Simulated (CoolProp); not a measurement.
Vapour-liquid equilibrium of benzene (1) + cyclohexane (2) at 408.1 K; x and y are mole fractions of (1).

Computed with CoolProp (multi-fluid Helmholtz-energy mixture model, Thol 2012 and Zhou 2014; pair parameters Bell 2016).

Q: Give the bubble pressure and the first vapour's composition at x = 0.05, 0.35, 0.65. Is there an azeotrope?

A: x = 0.05: 4.114 bar, y = 0.064; x = 0.35: 4.406 bar, y = 0.381; x = 0.65: 4.478 bar, y = 0.643. y crosses x between x = 0.5 and 0.65: the model has an azeotrope there.

Pair parameters are fitted to limited data, so mixtures are less certain than the pure fluids.
